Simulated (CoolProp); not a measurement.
Computed with CoolProp (reference Helmholtz-energy equation of state, Beckmüller 2019).

**Question.** For n-octane, give the phase and the Z, cp (kJ/(kg K)), speed of sound (m/s), viscosity (µPa s) at 225.65 °C and 1.71 MPa.

**Answer.** 
- 225.65 °C and 1.71 MPa: liquid; Z 0.0938, cp 3.18, speed of sound 426, viscosity 95.9

Viscosity comes from a separate model (Huber 2004).
